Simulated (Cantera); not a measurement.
Input: 1 mol PbO, 0.64 mol H2, 0.66 mol O2, at 1600 K and 0.133 bar.

These are equilibrium values from Cantera (NASA tables, ideal gas, pure condensed phases), not measurements of a reactor. Candidate condensed phases: H2O, Pb, PbO, PbO2, Pb3O4; 12 gas species. Gases not in the tables: (PbO)n polymers. Rates play no part.

Base state: H2O 0.501, O2 0.271, PbO 0.217, Pb 0.0106, OH 0.000698, O 2.07e-5, H2 1.75e-5 (mole fractions); condensed: PbO(l).

**Question.** What changes in the equilibrium state with this change: PbO replaced by Hg?

**Answer.** 
| species | before | after |
|---|---|---|
| Hg | 0 | 0.505 |
| H2O | 0.501 | 0.323 |
| O2 | 0.271 | 0.172 |
| PbO | 0.217 | 0 |
| Pb | 0.0106 | 0 |
| OH | 0.000698 | 0.000500 |
| O | 2.07e-5 | 1.65e-5 |
| H2 | 1.75e-5 | 1.42e-5 |
| PbO(l), mol | 0.709 | 0 |
Further candidate phases: Hg, HgO.

**Question.** What changes in the equilibrium state with this change: PbO replaced by Pb?

**Answer.** 
```tsv
species	before	after
H2O	0.501	0.521
Pb	0.0106	0.261
PbO	0.217	0.217
O2	0.271	0.000451
Pb2	1.89e-7	0.000114
H2	1.75e-5	0.000446
O	2.07e-5	8.44e-7
OH	0.000698	0.000144
PbO(l), mol	0.709	0.413
```
